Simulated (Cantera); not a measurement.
Feed: 1 mol Al, 0.61 mol HCl, 3.1 mol H₂, equilibrated at 1075 K and 10000 Pa.

Method: chemical equilibrium by Gibbs-energy minimisation in Cantera with the NASA 1993 tables (ideal gas, pure condensed phases). The tables' values for AlCl₂ are old estimates; treat these amounts as uncertain. Equilibrium is a limit: real reactors are often held back by kinetics, nucleation or transport.

```csv
species,before,after
H₂,0.926,0.946
AlCl₃,0.0439,0.0508
Al₂Cl₆,7.33e-6,0.00284
AlCl,0.0262,3.80e-5
AlCl₂,0.00393,2.74e-5
HCl,0.000113,8.19e-7
"Al(l), mol",0.728,0
"Al(s), mol",0,0.797
```
Gas species are given as mole fractions.

Task: Name the change that produced these shifts.
(A) Al replaced by AlCl₃
(B) HCl from 0.61 to 8.2 mol
(C) temperature from 1075 K to 750 K
(D) temperature from 1075 K to 1723.15 K

Result: C, temperature from 1075 K to 750 K
